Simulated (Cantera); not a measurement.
A closed system holds: 1 mol MgO, 0.71 mol CH4, 2.3 mol CO, held at 2525 K and 2.60 mbar.

These are equilibrium values from Cantera (NASA tables, ideal gas, pure condensed phases), not measurements of a reactor. Candidate condensed phases: C, C6H6, C7H8, C8H18, H2O, Mg, MgCO3, MgO, Mg(OH)2; 116 gas species. The tables' values for MgH are old estimates; treat these amounts as uncertain. Rates play no part.

Base state: CO 0.483, H 0.188, Mg 0.164, H2 0.117, H2O 0.0196, CO2 0.0129, O 0.00708, OH 0.00672 (mole fractions); condensed: gas only.

Task: What changes in the equilibrium state with this change: temperature from 2525 K to 1950 K?

Result: 
```csv
species,before,after
CO,0.483,0.575
H2,0.117,0.262
Mg,0.164,0.144
H,0.188,0.0115
CO2,0.0129,0.00255
H2O,0.0196,0.00511
O2,0.000486,5.62e-9
O,0.00708,6.63e-7
OH,0.00672,2.04e-5
MgO,0.000355,2.90e-6
"MgO(s), mol",0,0.250
```
